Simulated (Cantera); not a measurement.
Feed: 1 mol AlCl3, 0.38 mol O2, 11 mol H2, 5.3 mol N2O, at 2125 K and 14.0 Pa.

Method: chemical equilibrium by Gibbs-energy minimisation in Cantera with the NASA 1993 tables (ideal gas, pure condensed phases). Candidate condensed phases: Al, AlCl3, AlN, Al2O3, H2O, NH4Cl; 45 gas species. The tables' values for AlOH are old estimates; treat these amounts as uncertain. The numbers say what is thermodynamically allowed, not how fast it happens.

Base state: N2 0.263, H2 0.220, H2O 0.197, H 0.144, HCl 0.101, Cl 0.0483, OH 0.0160, O 0.00744 (mole fractions); condensed: Al2O3(s).

Problem. What changes in the equilibrium state with this change: H2 from 11 to 52 mol?

Solution. 
```
species          before     after
-------------  --------  --------
H2                0.220     0.574
H                 0.144     0.233
N2                0.263    0.0789
H2O               0.197    0.0649
OH               0.0160   0.00326
Cl               0.0483    0.0100
HCl               0.101    0.0338
AlCl           0.000148  0.000692
O2              0.00284   4.49e-5
Al              4.92e-6  0.000110
Al2O3(s), mol     0.496     0.464
```

Problem. What changes in the equilibrium state with this change: H2 from 11 to 150 mol?

Solution. 
```tsv
species	before	after
H2	0.220	0.673
H	0.144	0.252
N2	0.263	0.0294
H2O	0.197	0.0264
Cl	0.0483	0.00333
OH	0.0160	0.00123
HCl	0.101	0.0121
AlCl	0.000148	0.00112
Al2O	5.20e-8	2.73e-5
O2	0.00284	5.42e-6
Al	4.92e-6	0.000540
NO	0.000711	1.04e-5
Al2O3(s), mol	0.496	0.319
```

Problem. What changes in the equilibrium state with this change: temperature from 2125 K to 1573.15 K?

Solution. 
| species | before | after |
|---|---|---|
| N2 | 0.263 | 0.297 |
| H2 | 0.220 | 0.277 |
| H2O | 0.197 | 0.256 |
| H | 0.144 | 0.00181 |
| HCl | 0.101 | 0.167 |
| OH | 0.0160 | 6.05e-5 |
| Cl | 0.0483 | 0.000871 |
| AlOCl | 0.000179 | 4.00e-8 |
| O | 0.00744 | 3.32e-7 |
| O2 | 0.00284 | 1.41e-7 |
| Al2O3(s), mol | 0.496 | 0.500 |
